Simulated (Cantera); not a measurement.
What does this Cantera script print?

```python
import numpy as np
import cantera as ct

gas = ct.Solution("gri30.yaml")
gas.TPX = 1550, 2666, {'C2H6': 1, 'H2': 36}
reactor = ct.IdealGasConstPressureReactor(gas, energy="off", clone=False)
net = ct.ReactorNet([reactor])
net.rtol, net.atol = 1e-08, 1e-18
show = ['C2H6', 'H2', 'H', 'C2H2', 'CH4']
times = np.geomspace(2e-06, 3, 11)

steps = ct.SolutionArray(gas, extra=["t"])
rows = []
print(f"{'t/s':>10s}{'T/K':>9s}{'P/Pa':>11s}" + "".join(f"{s:>11s}" for s in show))
for t in times:
    while net.time < t:
        t_next = net.step()
        steps.append(gas.state, t=t_next)
    rows.append([np.interp(t, steps.t, y) for y in (steps.T, steps.P, *steps(*show).X.T)])
    print(f"{t:10.3e}{rows[-1][0]:9.1f}{rows[-1][1]:11.4g}" + "".join(f"{x:11.3e}" for x in rows[-1][2:]))
rate = np.gradient(steps.T, steps.t)
print("integrator steps:", len(steps.t))
if steps.T.max() > steps.T[0] + 200:
    print(f"time of steepest temperature rise: {steps.t[rate.argmax()]:.4e} s")
gas.TPX = 1550, 2666, {'C2H6': 1, 'H2': 36}
gas.equilibrate("TP")
print(f"equilibrium (TP): T = {gas.T:.1f} K  " + "  ".join(f"{s} {gas[s].X[0]:.3e}" for s in show))
```

Result:

```
       t/s      T/K       P/Pa       C2H6         H2          H       C2H2        CH4
 2.000e-06   1550.0       2666  2.701e-02  9.730e-01  7.907e-07  5.354e-15  8.160e-07
 8.292e-06   1550.0       2666  2.696e-02  9.729e-01  1.128e-05  2.224e-12  1.320e-05
 3.438e-05   1550.0       2666  2.668e-02  9.726e-01  1.168e-04  3.558e-09  1.806e-04
 1.425e-04   1550.0       2666  2.371e-02  9.709e-01  6.169e-04  5.553e-06  2.029e-03
 5.908e-04   1550.0       2666  5.505e-03  9.597e-01  1.995e-03  8.464e-04  2.114e-02
 2.449e-03   1550.0       2666  2.094e-05  9.571e-01  1.272e-03  6.206e-03  2.940e-02
 1.016e-02   1550.0       2666  6.971e-06  9.581e-01  5.319e-04  9.959e-03  2.946e-02
 4.210e-02   1550.0       2666  2.651e-06  9.586e-01  2.494e-04  1.143e-02  2.928e-02
 1.745e-01   1550.0       2666  1.464e-06  9.589e-01  1.665e-04  1.179e-02  2.892e-02
 7.236e-01   1550.0       2666  1.316e-06  9.596e-01  1.641e-04  1.236e-02  2.771e-02
 3.000e+00   1550.0       2666  9.774e-07  9.618e-01  1.677e-04  1.434e-02  2.355e-02
integrator steps: 911
equilibrium (TP): T = 1550.0 K  C2H6 1.715e-08  H2 9.731e-01  H 1.916e-04  C2H2 2.457e-02  CH4 2.016e-03
```

Detailed kinetics in Cantera: GRI-Mech 3.0 (53 species, 325 reactions). GRI-Mech 3.0 stops at C3 and has no aromatics, soot or wall deposition, so with more carbon than oxygen in the feed, carbon stays in small species such as C2H2 where larger ones or solid carbon would form. Radical loss at walls, strong at low pressure, is not modelled.
